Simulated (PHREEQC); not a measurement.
A solution holds 0.0042 mol CuCl2, 0.00024 mol HCl and 0.009 mol H3BO3 per kg of water, at 3.7 °C. Closed to the air; pH follows from the charge balance.

Equilibrium calculation in PHREEQC: ion-association model, wateq4f.dat.

Task: The ionic strength comes out as 0.0128 mol/kgw. What activity coefficients do Cu+2, CuCl+, H+, Cl- get?

Result: Cu+2 0.66, CuCl+ 0.89, H+ 0.91, Cl- 0.89.

This is a speciation only: nothing precipitates in the calculation. Away from 25 °C the constants follow the database's enthalpies or fits; those with neither stay at their 25 °C values.
